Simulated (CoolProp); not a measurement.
A simple Rankine cycle with water: condensing at 298.15 K, boiler at 4.31 MPa, turbine inlet 568 K, turbine efficiency 0.9, pump efficiency 0.6, no recuperator. Each further row changes one setting.

Values from CoolProp's reference Helmholtz-energy equation of state, Wagner 2002.

| case | thermal efficiency (%) | net work (kJ/kg) | heat in (kJ/kg) | turbine exit temperature (K) | volume ratio over the turbine |
|---|---|---|---|---|---|
| as stated | 33.7 | 952 | 2820 | 298.1 | 624 |
| turbine inlet 588 K | 33.9 | 977 | 2880 | 298.1 | 601 |
| condensing temperature 290.15 K | 34.8 | 995 | 2860 | 290.1 | 981 |
| boiler pressure 3.02 MPa | 32.5 | 934 | 2870 | 298.1 | 432 |
| turbine efficiency 0.8 | 29.9 | 845 | 2820 | 298.1 | 660 |

The expansion ends wet for: as stated; turbine inlet 588 K; condensing temperature 290.15 K; boiler pressure 3.02 MPa; turbine efficiency 0.8.
